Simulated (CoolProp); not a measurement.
Acetone along the isotherm 276.85 °C: fugacity coefficient from the reference equation and from simpler models built on Tc = 235.0 °C, pc = 4692 kPa, ω = 0.307; each cubic takes its own stable root.

Computed with CoolProp (reference Helmholtz-energy equation of state, Lemmon 2006). It is a short technical equation, of lower accuracy than the large ones.

| p (kPa) | phase | reference | van der Waals | Redlich-Kwong | Peng-Robinson |
|---|---|---|---|---|---|
| 74.2 | gas | 0.9953 | 0.9961 | 0.9957 | 0.9954 |
| 112 | gas | 0.9929 | 0.9942 | 0.9936 | 0.9930 |
| 169 | gas | 0.9893 | 0.9912 | 0.9903 | 0.9895 |
| 255 | gas | 0.9838 | 0.9867 | 0.9853 | 0.9842 |
| 384 | gas | 0.9757 | 0.9800 | 0.9780 | 0.9762 |
| 580 | gas | 0.9635 | 0.9699 | 0.9668 | … |
| 875 | gas | 0.9453 | 0.9546 | 0.9501 | 0.9464 |
| 1320 | gas | 0.9182 | 0.9317 | … | 0.9198 |
| 1990 | gas | 0.8784 | 0.8972 | 0.8881 | … |
| 3000 | gas | 0.8203 | 0.8454 | 0.8333 | … |
| 4530 | gas | 0.7365 | 0.7661 | 0.7518 | 0.7414 |
| 6830 | supercritical | 0.6176 | … | 0.6309 | 0.6260 |
| 10300 | supercritical | 0.4732 | 0.5058 | 0.4957 | 0.4952 |
| 15600 | supercritical | … | 0.4198 | 0.3984 | 0.3949 |
| 23500 | supercritical | 0.2959 | … | 0.3406 | … |

Q: Some entries are withheld; supply them.

A: 
- 580, Peng-Robinson: 0.9642
- 1320, Redlich-Kwong: 0.9252
- 1990, Peng-Robinson: 0.8808
- 3000, Peng-Robinson: 0.8238
- 6830, van der Waals: 0.6382
- 15600, reference: 0.3644
- 23500, van der Waals: 0.3788
- 23500, Peng-Robinson: 0.3319
